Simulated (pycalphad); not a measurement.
CALPHAD calculation (pycalphad, COST 507 light-alloy database (1999)), 1 atm. These are 1990s assessments: newer ones move some temperatures and phases. Amounts are mole fractions of atoms.

**Question.** Give the equilibrium state of Ti-93.15Si (at.%) at 1400 K.

**Answer.** 
```
T = 1400.00 K, P = 101325 Pa, N = 1 mol of atoms
G = -64293 J/mol, H = 16296 J/mol, S = 57.56 J/(mol K)  (SER reference)
chemical potentials (J/mol): Ti -242049, Si -51222
phase             fraction      x(Ti)      x(Si)
DIAMOND_A4          0.7945   2.31e-12     1.0000
SI2TI               0.2055     0.3333     0.6667
```

Database names, with the compositions (at.%) that they take in these runs: SI2TI: Si 67 Ti 33. DIAMOND_A4 is diamond (Si).
